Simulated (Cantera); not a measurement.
A Cantera script and what it prints.

```python
import numpy as np
import cantera as ct

gas_names = """
    H HNO HNO2 HNO3 HO2 H2 H2O H2O2 N NH NH2 NH3 NH2OH NO NO2 NO3 N2 N2H2 N2H4 N2O O OH O2 O3 V VN VO
    VO2
""".split()
cond_names = """
    H2O(s) H2O(L) V(cr) V(L) VN(s) VO(s) VO(L) V2O3(s) V2O3(L) V2O4(I) V2O4(II) V2O4(L) V2O5(s) V2O5(L)
""".split()


# ... load() reads the species with a 1 bar reference pressure and builds the phases ...
atoms = {
    'V': {'V': 1},
    'NH3': {'N': 1, 'H': 3},
    'H2': {'H': 2},
    'N2O': {'N': 2, 'O': 1},
}
top_T = {'VN(s)': 2300}  # K; cautious upper limits of use, not melting points


# ... equilibrate(T, P, feed) seeds the gas with the atoms and calls Mixture.equilibrate('TP', solver="vcs", rtol=1e-11, max_steps=5000) ...
results = []
feed = {'V': 1, 'NH3': 14, 'H2': 6.2, 'N2O': 5.9}  # mol
T = 2725  # K
P = 35000  # Pa
mix = equilibrate(T, P, feed)
results.append((T, P, feed, dict(zip(mix.species_names, mix.species_moles))))
print(gas.report(threshold=1e-06))
for i in range(1, mix.n_phases):
    print(f"{mix.phase(i).name:16s} {mix.phase_moles(i):12.5e} mol")
```

Output:

```
       temperature   2725 K
          pressure   35000 Pa
           density   0.020268 kg/m^3
  mean mol. weight   13.12 kg/kmol
   phase of matter   gas

                          1 kg             1 kmol
                     ---------------   ---------------
          enthalpy        5.5136e+06        7.2339e+07  J
   internal energy        3.7867e+06        4.9682e+07  J
           entropy             18785        2.4646e+05  J/K
    Gibbs function       -4.5675e+07       -5.9927e+08  J
 heat capacity c_p            2861.1             37538  J/K
 heat capacity c_v            2227.4             29224  J/K

                      mass frac. Y      mole frac. X     chem. pot. / RT
                     ---------------   ---------------   ---------------
                 H          0.005766          0.075051            -11.12
                H2          0.077803           0.50634            -22.24
               H2O           0.12342          0.089889           -43.049
                 N        1.9609e-06        1.8368e-06           -15.138
                NO        0.00049467        0.00021629           -35.947
                N2           0.64331           0.30129           -30.277
                 O        0.00040114        0.00032896           -20.808
                OH         0.0045295         0.0034943           -31.928
                O2        5.7436e-05        2.3551e-05           -41.617
                 V        0.00025689        6.6163e-05           -13.789
                VO          0.013893          0.002723           -34.597
               VO2           0.13006          0.020575           -55.405
     [  +16 minor]        2.2501e-06        1.6712e-06

V(L)              0.00000e+00 mol
VO(L)             0.00000e+00 mol
V2O3(L)           0.00000e+00 mol
V2O4(L)           0.00000e+00 mol
V2O5(L)           0.00000e+00 mol
```

Method: chemical equilibrium by Gibbs-energy minimisation in Cantera with the NASA 1993 tables (ideal gas, pure condensed phases).
